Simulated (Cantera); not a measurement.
# Hydrocarbon pyrolysis for carbon deposition

An isothermal, constant-pressure homogeneous reactor starts with CH4 : N2 = 1 : 13 (molar parts), at 1848 K and 1.01 bar.

Computed with Cantera and GRI-Mech 3.0 (53 species, 325 reactions). GRI-Mech 3.0 stops at C3 and has no aromatics, soot or wall deposition, so with more carbon than oxygen in the feed, carbon stays in small species such as C2H2 where larger ones or solid carbon would form.

| t (s) | x CH4 | x H | x C2H | x CH2 | x C2H2 | x H2 |
|---|---|---|---|---|---|---|
| 0.000900 | 0.0409 | 7.44e-5 | 2.17e-7 | 2.02e-6 | 0.0105 | 0.0384 |
| 0.00216 | 0.0248 | 0.000105 | 3.63e-7 | 1.21e-6 | 0.0206 | 0.0638 |
| 0.00520 | 0.0128 | 0.000132 | 4.65e-7 | 6.86e-7 | 0.0270 | 0.0815 |
| 0.0125 | 0.00572 | 0.000150 | 5.33e-7 | 3.40e-7 | 0.0305 | 0.0917 |
| 0.0300 | 0.00239 | 0.000160 | 5.69e-7 | 1.51e-7 | 0.0321 | 0.0964 |
| 0.0721 | 0.000995 | 0.000165 | 5.85e-7 | 6.47e-8 | 0.0328 | 0.0984 |
| 0.173 | 0.000445 | 0.000167 | 5.92e-7 | 2.93e-8 | 0.0331 | 0.0992 |
| 0.416 | 0.000264 | 0.000167 | 5.94e-7 | 1.75e-8 | 0.0331 | 0.0995 |
| 1.00 | 0.000236 | 0.000167 | 5.94e-7 | 1.56e-8 | 0.0332 | 0.0995 |
x: mole fraction; the columns are a selection and need not sum to one.

Equilibrium at this temperature and pressure: CH4 0.000114, H 0.000168, C2H 1.38e-7, CH2 7.57e-9, C2H2 0.00773, H2 0.0997 (gas phase only).
